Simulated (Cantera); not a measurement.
Input: 1 mol BF3, 2.7 mol H2, held at 1248 K and 0.800 bar.

Method: chemical equilibrium by Gibbs-energy minimisation in Cantera with the NASA 1993 tables (ideal gas, pure condensed phases). Candidate condensed phases: B; 20 gas species. The tables' values for BF2 are old estimates; treat these amounts as uncertain. Rates play no part.

**Question.** What is the equilibrium state?

**Answer.** 
```
Quantity                            Result
-------------------------------  ---------
x(H2)                                0.725
x(BF3)                               0.266
x(HF)                              0.00453
x(BHF2)                            0.00449
x(BF2)                             3.79e-5
gas amount                       3.700 mol
log10 activity of B(s) (absent)      -3.02
```
